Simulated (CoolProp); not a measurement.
Vapour-liquid equilibrium of acetone (1) + p-xylene (2) at 738 kPa; x and y are mole fractions of (1).

Model: multi-fluid Helmholtz-energy mixture model, Lemmon 2006 and Zhou 2012; pair parameters Bell 2016, in CoolProp.

```json
[
 {"x": "0.05", "bubble temperature, mixture model (K)": "490.1", "bubble temperature, Raoult's law (K)": "491.7", "y, mixture model": "0.232", "y, Raoult's law": "0.249"},
 {"x": "0.2", "bubble temperature, mixture model (K)": "458.3", "bubble temperature, Raoult's law (K)": "463.0", "y, mixture model": "0.610", "y, Raoult's law": "0.634"},
 {"x": "0.35", "bubble temperature, mixture model (K)": "439.8", "bubble temperature, Raoult's law (K)": "444.1", "y, mixture model": "0.767", "y, Raoult's law": "0.802"},
 {"x": "0.5", "bubble temperature, mixture model (K)": "427.7", "bubble temperature, Raoult's law (K)": "430.3", "y, mixture model": "0.850", "y, Raoult's law": "0.889"},
 {"x": "0.65", "bubble temperature, mixture model (K)": "418.6", "bubble temperature, Raoult's law (K)": "419.7", "y, mixture model": "0.906", "y, Raoult's law": "0.940"},
 {"x": "0.8", "bubble temperature, mixture model (K)": "411.0", "bubble temperature, Raoult's law (K)": "411.2", "y, mixture model": "0.949", "y, Raoult's law": "0.973"},
 {"x": "0.95", "bubble temperature, mixture model (K)": "404.2", "bubble temperature, Raoult's law (K)": "404.1", "y, mixture model": "0.988", "y, Raoult's law": "0.994"}
]
```

The largest gap from Raoult's law is -4.7 K in bubble temperature, at x = 0.2. No azeotrope shows between x = 0.05 and 0.95.

Pair parameters are fitted to limited data, so mixtures are less certain than the pure fluids.
